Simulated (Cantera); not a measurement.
Charge: 1 mol SiO2, 1.5 mol F2, a varied amount of H2, equilibrated at 1275 °C and 2500 Pa.

These are equilibrium values from Cantera (NASA tables, ideal gas, pure condensed phases), not measurements of a reactor. Candidate condensed phases: H2O, Si, SiO2; 38 gas species. The tables' values for SiF3 are old estimates; treat these amounts as uncertain. The tables hold silica as quartz up to 1696 K and as liquid above; real silica turns to tridymite and cristobalite and melts near 1996 K. The numbers say what is thermodynamically allowed, not how fast it happens.

x: gas mole fraction; n: condensed amount in mol.

```
n(H2) (mol)   x H2    x HF    x H2O   x SiF4       x H  n SiO2(β-quartz)
-----------  -----  ------  -------  -------  --------  ----------------
4.7          0.526   0.413   0.0402   0.0200  0.000142             0.878
6.1              ?       ?        ?        ?  0.000153             0.884
7.9              ?       ?        ?        ?  0.000162             0.891
10           0.746   0.227   0.0182  0.00892  0.000168             0.896
13           0.798   0.181   0.0135  0.00659  0.000174             0.903
17           0.842   0.143  0.00988  0.00479  0.000179             0.909
23           0.880   0.109  0.00690  0.00331  0.000183             0.915
30           0.907  0.0856  0.00502  0.00236  0.000186             0.920
39           0.927  0.0671  0.00365  0.00168  0.000188             0.925
```

Q: Complete the blanks.

A: 
- 7.9, x H2: 0.689
- 7.9, x HF: 0.276
- 7.9, x H2O: 0.0235
- 7.9, x SiF4: 0.0116
- 6.1, x H2: 0.614
- 6.1, x HF: 0.339
- 6.1, x H2O: 0.0309
- 6.1, x SiF4: 0.0153
